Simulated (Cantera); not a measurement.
Charge: 1 mol PbO, 0.2 mol H2, at 1425 K and 1.33 mbar.

Cantera equilibrium calculation (NASA polynomials, part measured and part estimated; ideal gas, pure solids and liquids). Candidate condensed phases: H2O, Pb, PbO, PbO2, Pb3O4; 12 gas species. Gases not in the tables: (PbO)n polymers. Equilibrium is a limit: real reactors are often held back by kinetics, nucleation or transport.

Base state: PbO 0.568, Pb 0.235, H2O 0.160, O2 0.0370, OH 0.000169, H2 1.50e-5 (mole fractions); condensed: gas only.

### Question
What changes in the equilibrium state with this change: temperature from 1425 K to 1350 K?

### Answer
| species | before | after |
|---|---|---|
| PbO | 0.568 | 0.618 |
| Pb | 0.235 | 0.200 |
| H2O | 0.160 | 0.164 |
| O2 | 0.0370 | 0.0184 |
| OH | 0.000169 | 6.67e-5 |
| H2 | 1.50e-5 | 6.75e-6 |
